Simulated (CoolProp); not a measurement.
Vapour pressure (kPa) of R113: the reference equation beside estimates from Tc = 487.2 K, pc = 3392 kPa, ω = 0.253. Clausius-Clapeyron is anchored at 424 K with a constant enthalpy of vaporisation of 18.75 kJ/mol.

Values from CoolProp's reference Helmholtz-energy equation of state, Marx 1992.

```
T (K)  reference  Lee-Kesler  Clausius-Clapeyron
-----  ---------  ----------  ------------------
376.6      473.1       475.0               634.3
386.1      585.4       587.7               735.0
395.6      716.4       719.0               845.7
405.1      868.1       870.7               966.7
414.5       1040        1043                1097
424         1239        1241                1239
433.5       1464        1466                1392
443         1719        1720                1556
452.4       2003        2004                1730
461.9       2324        2326                1917
471.4       2685        2688                2115
```

Absolute difference from the reference over all 11 rows, mean and median: Lee-Kesler 0.2 and 0.2 %, Clausius-Clapeyron 14.7 and 13.6 %.
